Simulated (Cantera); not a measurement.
A perfectly stirred reactor is fed with 3.59 % H2, 18.9 % O2, 77.5 % N2, equivalence ratio 0.095, at 0.00690 bar; it is held at 1325 K, and followed from long to short residence time.

Detailed kinetics in Cantera: the H2/O2 subset of GRI-Mech 3.0, which has no nitrogen chemistry. Radical loss at walls, strong at low pressure, is not modelled. The temperature is held fixed by assumption; the heat of reaction is taken as removed at once.

Predict: x(H2) at τ = 11.0 s; x(O2) at τ = 11.0 s; x(H) at τ = 11.0 s; x(OH) at τ = 11.0 s; x(O) at τ = 11.0 s; x(H2) at τ = 0.210 s; x(O2) at τ = 0.210 s; x(H) at τ = 0.210 s; x(OH) at τ = 0.210 s; x(O) at τ = 0.210 s.


```
Item                    Result
--------------------  --------
x(H2) at τ = 11.0 s   0.000219
x(O2) at τ = 11.0 s      0.173
x(H) at τ = 11.0 s    0.000430
x(OH) at τ = 11.0 s    0.00107
x(O) at τ = 11.0 s     0.00208
x(H2) at τ = 0.210 s   0.00135
x(O2) at τ = 0.210 s     0.167
x(H) at τ = 0.210 s    0.00690
x(OH) at τ = 0.210 s   0.00256
x(O) at τ = 0.210 s     0.0134
```
